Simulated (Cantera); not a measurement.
Mixture: CH4 : C2H6 : C3H8 : O2 : N2 = 1 : 0.19 : 0.049 : 4.93 : 14.8 (molar parts), equivalence ratio 0.59, at 3600000 Pa, adiabatic and at constant pressure. Ignition delay is the time to a rise of 400 K.

Detailed kinetics in Cantera: GRI-Mech 3.0 (53 species, 325 reactions). The pressure lies above the range GRI-Mech 3.0 was tuned for (to about 10 atm).

Task: What does this change do: C3H8 0.049 to 0.07 parts?

Result: 
| quantity | before | after |
|---|---|---|
| delay at 1223 K | 0.251 ms | 0.239 ms |
| delay at 1323 K | 73.4 µs | 70.3 µs |
| delay at 1423 K | 25.8 µs | 24.7 µs |
| delay at 1523 K | 10.5 µs | 10.1 µs |
| delay at 1623 K | 4.90 µs | 4.67 µs |
| apparent activation energy between 1573 and 1673 K | 160 kJ/mol | 160 kJ/mol |

Task: What does this change do: 0.22 parts H2 added?

Result: 
| quantity | before | after |
|---|---|---|
| delay at 1223 K | 0.251 ms | 0.205 ms |
| delay at 1323 K | 73.4 µs | 57.6 µs |
| delay at 1423 K | 25.8 µs | 20.2 µs |
| delay at 1523 K | 10.5 µs | 8.48 µs |
| delay at 1623 K | 4.90 µs | 4.07 µs |
| apparent activation energy between 1573 and 1673 K | 160 kJ/mol | 150 kJ/mol |
